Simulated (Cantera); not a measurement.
Input (Python, Cantera) and output of one run.

```python
import numpy as np
import cantera as ct

gas_names = """
    Cu CuO Cu2 H HO2 H2 H2O H2O2 O OH O2 O3
""".split()
cond_names = """
    Cu(cr) Cu(L) CuO(s) CuO2H2(s) Cu2O(s) Cu2O(L) H2O(s) H2O(L)
""".split()


# ... load() reads the species with a 1 bar reference pressure and builds the phases ...
atoms = {
    'CuO': {'Cu': 1, 'O': 1},
    'H2': {'H': 2},
    'H2O': {'H': 2, 'O': 1},
}
top_T = {'CuO(s)': 1390}  # K; cautious upper limits of use, not melting points


# ... equilibrate(T, P, feed) seeds the gas with the atoms and calls Mixture.equilibrate('TP', solver="vcs", rtol=1e-11, max_steps=5000) ...
results = []
feed = {'CuO': 1, 'H2': 56, 'H2O': 0.22}  # mol
P = 1000  # Pa
for T in [898, 973, 1048, 1123, 1198, 1273, 1348, 1423, 1498, 1573, 1648, 1723, 1798, 1873]:
    mix = equilibrate(T, P, feed)
    results.append((T, P, feed, dict(zip(mix.species_names, mix.species_moles))))

top = {s: max(r[3][s] / sum(r[3][g] for g in gas_names) for r in results) for s in gas_names}
cols = sorted((s for s in top if top[s] > 1e-06), key=lambda s: -top[s])[:5]
seen = [c for c in cond_names if any(r[3].get(c, 0) > 1e-12 for r in results)]
print("log10 of partial pressures in bar; condensed amounts in mol")
print(f"{'T/K':>10s}" + "".join(f"{s[:9]:>10s}" for s in cols + seen))
for T, P, feed, n in results:
    ng = sum(n[g] for g in gas_names)
    print(f"{T:10.4g}" + "".join(f"{np.log10(max(n[s] / ng * P / 1e5, 1e-99)):10.3f}" for s in cols)
          + "".join(f"{n.get(c, 0):10.4g}" for c in seen))
```

Output:

```
log10 of partial pressures in bar; condensed amounts in mol
       T/K        H2       H2O        Cu         H       Cu2    Cu(cr)     Cu(L)
       898    -2.010    -3.664   -12.788   -10.966   -19.389         1         0
       973    -2.010    -3.664   -11.290    -9.971   -17.257         1         0
      1048    -2.010    -3.664   -10.009    -9.117   -15.436         1         0
      1123    -2.010    -3.664    -8.902    -8.375   -13.863         1         0
      1198    -2.010    -3.664    -7.935    -7.726   -12.492    0.9999         0
      1273    -2.010    -3.664    -7.084    -7.152   -11.286    0.9995         0
      1348    -2.010    -3.664    -6.329    -6.640   -10.219    0.9974         0
      1423    -2.010    -3.664    -5.679    -6.183    -9.315         0    0.9882
      1498    -2.010    -3.664    -5.100    -5.770    -8.512         0    0.9552
      1573    -2.011    -3.665    -4.577    -5.396    -7.789         0    0.8503
      1648    -2.013    -3.667    -4.102    -5.057    -7.135         0    0.5514
      1723    -2.018    -3.672    -3.759    -4.748    -6.716         0         0
      1798    -2.019    -3.672    -3.759    -4.463    -6.962         0         0
      1873    -2.020    -3.673    -3.759    -4.200    -7.190         0         0
```

These are equilibrium values from Cantera (NASA tables, ideal gas, pure condensed phases), not measurements of a reactor.
